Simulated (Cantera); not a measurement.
What does this Cantera script print?

```python
import numpy as np
import cantera as ct

gas_names = """
    CL CL2 H HCL H2 Si SiCL SiCL2 SiCL3 SiCL4 SiH SiHCL3 SiH2 SiH2CL2 SiH3 SiH3CL SiH4 Si2 Si3
""".split()
cond_names = """
    Si(cr) Si(L)
""".split()


# ... load() reads the species with a 1 bar reference pressure and builds the phases ...
atoms = {
    'SiCl4': {'Si': 1, 'CL': 4},
    'HCl': {'H': 1, 'CL': 1},
    'H2': {'H': 2},
}
top_T = {}  # K; cautious upper limits of use, not melting points


# ... equilibrate(T, P, feed) seeds the gas with the atoms and calls Mixture.equilibrate('TP', solver="vcs", rtol=1e-11, max_steps=5000) ...
results = []
T = 925  # K
P = 26000  # Pa
for m in [36, 73, 110, 150, 180, 220, 260, 290, 330, 370, 410]:
    feed = {'SiCl4': 1, 'HCl': 1.7, 'H2': m}  # mol
    mix = equilibrate(T, P, feed)
    results.append((T, P, feed, dict(zip(mix.species_names, mix.species_moles))))

top = {s: max(r[3][s] / sum(r[3][g] for g in gas_names) for r in results) for s in gas_names}
cols = sorted((s for s in top if top[s] > 1e-06), key=lambda s: -top[s])[:7]
seen = [c for c in cond_names if any(r[3].get(c, 0) > 1e-12 for r in results)]
print("log10 of partial pressures in bar; condensed amounts in mol")
print(f"{'n(H2)':>10s}" + "".join(f"{s[:9]:>10s}" for s in cols + seen))
for T, P, feed, n in results:
    ng = sum(n[g] for g in gas_names)
    print(f"{feed['H2']:10.4g}" + "".join(f"{np.log10(max(n[s] / ng * P / 1e5, 1e-99)):10.3f}" for s in cols)
          + "".join(f"{n.get(c, 0):10.4g}" for c in seen))
```

Output:

```
log10 of partial pressures in bar; condensed amounts in mol
     n(H2)        H2       HCL     SiCL4    SiHCL3   SiH2CL2     SiCL3     SiCL2
        36    -0.617    -1.925    -2.204    -3.337    -5.477    -5.241    -6.679
        73    -0.602    -2.201    -2.524    -3.364    -5.212    -5.276    -6.429
       110    -0.596    -2.362    -2.723    -3.397    -5.079    -5.312    -6.302
       150    -0.593    -2.483    -2.881    -3.431    -4.990    -5.347    -6.215
       180    -0.592    -2.553    -2.976    -3.455    -4.942    -5.372    -6.169
       220    -0.591    -2.630    -3.085    -3.485    -4.894    -5.403    -6.122
       260    -0.590    -2.694    -3.178    -3.513    -4.857    -5.431    -6.086
       290    -0.590    -2.736    -3.240    -3.533    -4.835    -5.451    -6.064
       330    -0.589    -2.785    -3.314    -3.558    -4.810    -5.477    -6.040
       370    -0.589    -2.828    -3.382    -3.582    -4.790    -5.501    -6.021
       410    -0.588    -2.867    -3.443    -3.605    -4.774    -5.523    -6.004
```

Cantera equilibrium calculation (NASA polynomials, part measured and part estimated; ideal gas, pure solids and liquids). The tables' values for SiCl3 are old estimates; treat these amounts as uncertain.
